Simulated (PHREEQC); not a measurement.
A solution holds 0.0205 mol/kgw TMAH and 0.13 mol/kgw K2SO4, at 85 °C. Closed to the air; pH follows from the charge balance.

Equilibrium calculation in PHREEQC: ion-association model, wateq4f.dat.

No solid was allowed to form.

Problem. Predict the pH.

Solution. pH 10.64.

Problem. In which forms is S present?

Solution. SO4-2 59 %, KSO4- 41 % of the S.

Species that the database lacks are ignored. (CH3)4N+ isn't in the database: it is added as a free cation with an ion size of 4 Å. Away from 25 °C the constants follow the database's enthalpies or fits; those with neither stay at their 25 °C values.
